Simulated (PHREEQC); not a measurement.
Synthetic water in mg/L, 25 °C, pH 5.72, pe 12.4: Na 0.442; K 0.0291; Ca 0.345; Mg 0.236; Cl 0.502; S(6) as SO4 0.455; Alkalinity as HCO3 1.97; Br 0.0226; Zn 0.0193; Cd 0.00284; N(5) as NO3 0.00074; Ni 0.00063.

Valence states are taken as typed.

The numbers come from PHREEQC with the ion-association model, wateq4f.dat.

Each row changes one thing in this solution. Precipitation was switched off in this run.

```csv
case,CO2 (mol/kgw),HCO3- (mol/kgw),MgSO4 (mol/kgw),CaSO4 (mol/kgw),MgHCO3+ (mol/kgw),CaHCO3+ (mol/kgw),SI of Otavite (CdCO3),SI of ZnCO3:H2O (ZnCO3:H2O)
as made,0.000145,3.42e-5,9.86e-9,7.44e-9,3.72e-9,3.60e-9,-4.60,-5.37
all concentrations times 2 at the same typed pH,___,___,3.80e-8,2.87e-8,1.42e-8,1.37e-8,-4.02,-4.79
N(5) from 0.00074 to 0.00037 mg/L,0.000145,3.42e-5,9.86e-9,7.44e-9,3.72e-9,3.60e-9,-4.60,-5.37
Alkalinity from 1.97 to 0.985 mg/L,7.66e-5,___,9.90e-9,7.47e-9,1.97e-9,1.90e-9,-4.87,-5.65
pH from 5.72 to 6.22 at the same alkalinity,___,3.29e-5,9.87e-9,7.45e-9,3.58e-9,3.46e-9,-4.11,-4.89
```

Problem. What belongs in the gaps?

Solution. 
- all concentrations times 2 at the same typed pH, CO2 (mol/kgw): 0.000281
- all concentrations times 2 at the same typed pH, HCO3- (mol/kgw): 6.65e-5
- Alkalinity from 1.97 to 0.985 mg/L, HCO3- (mol/kgw): 1.81e-5
- pH from 5.72 to 6.22 at the same alkalinity, CO2 (mol/kgw): 4.41e-5
